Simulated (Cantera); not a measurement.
**Pyrogenic steam for wet oxidation**

An isothermal, constant-pressure homogeneous reactor starts with H₂ : O₂ : N₂ = 1.3 : 1 : 1.7 (molar parts), equivalence ratio 0.65, at 1200 K and 97.5 Torr.

Computed with Cantera and the H2/O2 subset of GRI-Mech 3.0, which has no nitrogen chemistry. The temperature is held fixed by assumption; the heat of reaction is taken as removed at once.

```json
[
 {"t (s)": "7.00e-6", "x H₂": "0.325", "x O₂": "0.250", "x H₂O₂": "4.58e-12", "x H": "5.48e-9", "x HO₂": "5.12e-9", "x H₂O": "1.07e-9"},
 {"t (s)": "3.82e-5", "x H₂": "0.325", "x O₂": "0.250", "x H₂O₂": "1.41e-10", "x H": "1.33e-7", "x HO₂": "3.04e-8", "x H₂O": "1.31e-7"},
 {"t (s)": "0.000208", "x H₂": "0.225", "x O₂": "0.208", "x H₂O₂": "9.36e-7", "x H": "0.0555", "x HO₂": "2.08e-5", "x H₂O": "0.0704"},
 {"t (s)": "0.00114", "x H₂": "0.00679", "x O₂": "0.106", "x H₂O₂": "3.60e-6", "x H": "0.00539", "x HO₂": "2.53e-5", "x H₂O": "0.373"},
 {"t (s)": "0.00620", "x H₂": "0.000145", "x O₂": "0.104", "x H₂O₂": "7.16e-7", "x H": "1.32e-5", "x HO₂": "3.98e-6", "x H₂O": "0.388"},
 {"t (s)": "0.0338", "x H₂": "6.09e-6", "x O₂": "0.104", "x H₂O₂": "8.97e-8", "x H": "1.56e-7", "x HO₂": "2.62e-7", "x H₂O": "0.388"},
 {"t (s)": "0.185", "x H₂": "6.29e-7", "x O₂": "0.104", "x H₂O₂": "1.42e-8", "x H": "6.21e-9", "x HO₂": "3.31e-8", "x H₂O": "0.388"},
 {"t (s)": "1.01", "x H₂": "1.05e-7", "x O₂": "0.104", "x H₂O₂": "2.72e-9", "x H": "4.48e-10", "x HO₂": "1.00e-8", "x H₂O": "0.388"},
 {"t (s)": "5.50", "x H₂": "4.36e-8", "x O₂": "0.104", "x H₂O₂": "1.11e-9", "x H": "1.18e-10", "x HO₂": "9.36e-9", "x H₂O": "0.388"},
 {"t (s)": "30.0", "x H₂": "4.26e-8", "x O₂": "0.104", "x H₂O₂": "1.08e-9", "x H": "1.14e-10", "x HO₂": "9.40e-9", "x H₂O": "0.388"}
]
```
x: mole fraction; the columns are a selection and need not sum to one.

Equilibrium at this temperature and pressure: H₂ 4.26e-8, O₂ 0.104, H₂O₂ 1.08e-9, H 1.14e-10, HO₂ 9.40e-9, H₂O 0.388 (gas phase only).
